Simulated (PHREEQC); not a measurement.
Make-up at 25 °C: 0.13 mol/kgw ZnSO4, 0.00012 mol/kgw ZnCl2, 0.00096 mol/kgw H2SO4 and 0.00055 mol/kgw NaCl. Closed to the air; pH follows from the charge balance.

The numbers come from PHREEQC with the ion-association model, phreeqc.dat.

This is a speciation only: nothing precipitates in the calculation.

**Question.** Predict the pH, density, ionic strength.

**Answer.** pH 3.18; density 1.018 g/cm³; ionic strength 0.259 mol/kgw.

**Question.** In which forms is Cl present?

**Answer.** Cl- 96 %, ZnCl+ 4.5 % of the Cl.
